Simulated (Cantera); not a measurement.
Input: 1 mol Pb, 1.5 mol CO2, 0.51 mol CO, at 1527 °C and 0.100 bar.

Method: chemical equilibrium by Gibbs-energy minimisation in Cantera with the NASA 1993 tables (ideal gas, pure condensed phases). Candidate condensed phases: C, Pb, PbO, PbO2, Pb3O4; 15 gas species. Gases not in the tables: (PbO)n polymers. The numbers say what is thermodynamically allowed, not how fast it happens.

Base state: CO2 0.491, Pb 0.325, CO 0.176, PbO 0.00691, Pb2 7.87e-5 (mole fractions); condensed: gas only.

Question: What changes in the equilibrium state with this change: CO2 from 1.5 to 0.021 mol?

Answer: 
```tsv
species	before	after
Pb	0.325	0.653
CO	0.176	0.333
CO2	0.491	0.0135
PbO	0.00691	0.000202
Pb2	7.87e-5	0.000317
```

Question: What changes in the equilibrium state with this change: 0.044 mol H2 added?

Answer: 
```json
[
 {"species": "CO2", "before": "0.491", "after": "0.472"},
 {"species": "Pb", "before": "0.325", "after": "0.321"},
 {"species": "CO", "before": "0.176", "after": "0.186"},
 {"species": "H2O", "before": "0", "after": "0.0130"},
 {"species": "H2", "before": "0", "after": "0.00135"},
 {"species": "H", "before": "0", "after": "4.15e-5"},
 {"species": "OH", "before": "0", "after": "2.66e-5"}
]
```
Further candidate phases: C6H6, C7H8, C8H18, H2O.
